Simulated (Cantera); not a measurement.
# Equilibrium for abatement and gas-phase synthesis: S + O2 + H2

Feed: 1 mol S, 4.6 mol O2, 1.2 mol H2, held at 10.0 Torr.

These are equilibrium values from Cantera (NASA tables, ideal gas, pure condensed phases), not measurements of a reactor. Candidate condensed phases: H2O, H2SO4, S; 19 gas species. The numbers say what is thermodynamically allowed, not how fast it happens.

```
T (K)   x O2  x H2O    x SO3     x SO2   x H2SO4      x OH
-----  -----  -----  -------  --------  --------  --------
550    0.546  0.236    0.192   7.64e-5    0.0259    <1e-12
600    0.535  0.251    0.208  0.000508   0.00522  1.54e-12
650    0.533  0.254    0.209   0.00235   0.00122  1.87e-11
700    0.534  0.254    0.203   0.00841  0.000341  1.59e-10
750    0.538  0.252    0.186    0.0238  0.000106   1.02e-9
800    0.544  0.249    0.154    0.0526   3.42e-5   5.14e-9
850    0.553  0.244    0.112    0.0907   1.08e-5   2.14e-8
900    0.561  0.239   0.0730     0.126   3.34e-6   7.63e-8
950    0.568  0.236   0.0444     0.152   1.06e-6   2.38e-7
1000   0.571  0.234   0.0265     0.168   3.54e-7   6.64e-7
1050   0.574  0.233   0.0161     0.178   1.28e-7   1.68e-6
1100   0.575  0.232  0.00999     0.183   5.00e-8   3.92e-6
1150   0.576  0.232  0.00641     0.187   2.11e-8   8.49e-6
```
x: gas mole fraction; nothing condenses.

From 550 K to 1150 K nothing is condensed.
